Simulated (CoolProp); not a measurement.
Vapour-liquid equilibrium of acetone (1) + p-xylene (2) at 472.3 K; x and y are mole fractions of (1).

The numbers come from the multi-fluid Helmholtz-energy mixture model, Lemmon 2006 and Zhou 2012; pair parameters Bell 2016 in CoolProp.

```
x     bubble pressure, mixture model (MPa)  bubble pressure, Raoult's law (MPa)  y, mixture model  y, Raoult's law
----  ------------------------------------  -----------------------------------  ----------------  ---------------
0.05                                0.5474                               0.5220             0.262            0.261
0.2                                 0.9210                               0.8691             0.580            0.626
0.35                                 1.246                                1.216             0.711            0.783
0.5                                  1.551                                1.563             0.793            0.870
0.65                                 1.860                                1.911             0.857            0.926
0.8                                  2.196                                2.258             0.917            0.964
0.95                                 2.578                                2.605             0.978            0.992
```

The largest gap from Raoult's law is +6.0 % in bubble pressure, at x = 0.2. No azeotrope shows between x = 0.05 and 0.95.

Pair parameters are fitted to limited data, so mixtures are less certain than the pure fluids. The gap from Raoult's law changes sign with composition, which may be real or a fault of the pair parameters; it wasn't checked against measurements.
